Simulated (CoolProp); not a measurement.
Saturated liquid density (kg/m³) of decamethylcyclopentasiloxane (D5): the reference equation beside estimates from Tc = 618.3 K, pc = 1078 kPa, ω = 0.631.

Values from CoolProp's reference Helmholtz-energy equation of state, Thol 2019.

```tsv
T (K)	reference	van der Waals	Redlich-Kwong	Soave-Redlich-Kwong	Peng-Robinson
284.1	968.7	520.8	774.9	813.8	912.0
301	950.6	513.3	762.7	804.8	902.6
317.9	932.5	505.5	749.9	795.2	892.4
334.8	914.5	497.4	736.4	784.8	881.5
351.6	896.6	489.1	722.4	773.7	869.7
368.5	878.4	480.4	707.5	761.6	856.9
385.4	860.0	471.4	691.9	748.6	843.1
402.3	841.4	461.9	675.4	734.6	828.0
419.2	822.3	452.0	657.9	719.3	811.5
436	802.9	441.6	639.6	702.7	793.6
452.9	782.7	430.7	620.1	684.5	773.8
469.8	761.7	419.1	599.3	664.6	752.0
```

Absolute difference from the reference over all 12 rows, mean and median: van der Waals 45.4 and 45.2 %, Redlich-Kwong 20.0 and 19.7 %, Soave-Redlich-Kwong 13.6 and 13.1 %, Peng-Robinson 2.7 and 2.2 %.
